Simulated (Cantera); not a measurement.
Input (Python, Cantera) and output of one run.

```python
import numpy as np
import cantera as ct

gas_names = """
    B BF BF2 BF3 BH BHF2 BH2 BH3 BN BO BOF BOF2 BO2 B2 B2O B2O2 B2O3 B3O3F3 B3O3H3 F FO FO2 F2 F2O H HBO
    HBO2 HF HNO HNO2 HNO3 HOF HO2 H2 H2F2 H2O H2O2 H3B3O6 H3F3 H4F4 H5F5 H6F6 H7F7 N NF NF2 NF3 NH NH2
    NH3 NH2OH NO NO2 NO3 N2 N2H2 N2H4 N2O O OH O2 O3
""".split()
cond_names = """
    B(b) B(L) BN(s) B2O3(L) B3O3H3(cr) H2O(s) H2O(L)
""".split()


def load(file, names, dense=False):
    # The tables refer to 1 bar. Condensed volumes are neglected.
    table = {s.name: s for s in ct.Species.list_from_file(file)}
    out = []
    for n in names:
        d = dict(table[n].input_data)
        d["thermo"] = dict(d["thermo"], **{"reference-pressure": 1e5})
        if dense:
            d["equation-of-state"] = {"model": "constant-volume", "density": "1e6 g/cm^3"}
        out.append(ct.Species.from_dict(d))
    return out


gas = ct.Solution(thermo="ideal-gas", species=load("nasa_gas.yaml", gas_names))
cond = {s.name: ct.Solution(thermo="fixed-stoichiometry", species=[s], name=s.name)
        for s in load("nasa_condensed.yaml", cond_names, dense=True)}
atoms = {
    'B2O3': {'B': 2, 'O': 3},
    'HF': {'H': 1, 'F': 1},
    'N2': {'N': 2},
}
top_T = {'BN(s)': 3200}  # K; cautious upper limits of use, not melting points


def equilibrate(T, P, feed):
    n = {}
    for name, mol in feed.items():
        for a, k in atoms[name].items():
            n[a] = n.get(a, 0.0) + k * mol
    gas.TPX = T, P, n
    mass = sum(n.values()) * gas.mean_molecular_weight
    gas.equilibrate("TP")
    valid = [c for c in cond.values() if c.min_temp <= T <= top_T.get(c.name, c.max_temp)]
    mix = ct.Mixture([(gas, mass / gas.mean_molecular_weight)] + [(c, 0.0) for c in valid])
    mix.T, mix.P = T, P
    mix.equilibrate("TP", solver="vcs", rtol=1e-11, max_steps=5000)
    return mix


results = []
feed = {'B2O3': 1, 'HF': 31, 'N2': 18}  # mol
P = 1000  # Pa
for T in [1198, 1248, 1298, 1348, 1398, 1448, 1498, 1548, 1598, 1648, 1698, 1748, 1798]:
    mix = equilibrate(T, P, feed)
    results.append((T, P, feed, dict(zip(mix.species_names, mix.species_moles))))

top = {s: max(r[3][s] / sum(r[3][g] for g in gas_names) for r in results) for s in gas_names}
cols = sorted((s for s in top if top[s] > 0.0001), key=lambda s: -top[s])[:6]
seen = [c for c in cond_names if any(r[3].get(c, 0) > 1e-12 for r in results)]
print("log10 of partial pressures in bar; condensed amounts in mol")
print(f"{'T/K':>10s}" + "".join(f"{s[:9]:>10s}" for s in cols + seen))
for T, P, feed, n in results:
    ng = sum(n[g] for g in gas_names)
    print(f"{T:10.4g}" + "".join(f"{np.log10(max(n[s] / ng * P / 1e5, 1e-99)):10.3f}" for s in cols)
          + "".join(f"{n.get(c, 0):10.4g}" for c in seen))
```

Output:

```
log10 of partial pressures in bar; condensed amounts in mol
       T/K        HF        N2       H2O       BF3       BOF        H2
      1198    -2.282    -2.426    -3.211    -3.390    -5.048    -7.294
      1248    -2.280    -2.427    -3.222    -3.405    -4.667    -7.009
      1298    -2.277    -2.428    -3.241    -3.434    -4.344    -6.753
      1348    -2.273    -2.430    -3.274    -3.483    -4.086    -6.524
      1398    -2.267    -2.432    -3.319    -3.555    -3.890    -6.322
      1448    -2.261    -2.434    -3.372    -3.647    -3.747    -6.141
      1498    -2.255    -2.436    -3.429    -3.757    -3.644    -5.976
      1548    -2.250    -2.438    -3.486    -3.882    -3.571    -5.824
      1598    -2.247    -2.440    -3.537    -4.017    -3.520    -5.681
      1648    -2.244    -2.441    -3.582    -4.161    -3.484    -5.543
      1698    -2.241    -2.442    -3.620    -4.312    -3.459    -5.411
      1748    -2.240    -2.442    -3.651    -4.466    -3.442    -5.283
      1798    -2.239    -2.443    -3.676    -4.620    -3.430    -5.160
```

Cantera equilibrium calculation (NASA polynomials, part measured and part estimated; ideal gas, pure solids and liquids). Gases not in the tables: H3BO3.
